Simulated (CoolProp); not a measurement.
The numbers come from the reference Helmholtz-energy equation of state, Bücker 2006 in CoolProp.

Question: Give the vapour pressure (bar), liquid cp (kJ/(kg K)), vapour Z, surface tension (mN/m) of saturated ethane at 202.8, 237.7 K.

Answer: 
```
T (K)  p (bar)  liquid cp (kJ/(kg K))  vapour Z  surface tension (mN/m)
-----  -------  ---------------------  --------  ----------------------
202.8     2.46                   2.53     0.937                    13.3
237.7     9.00                   2.82     0.844                    8.07
```

Surface tension comes from a separate correlation (Mulero 2012).
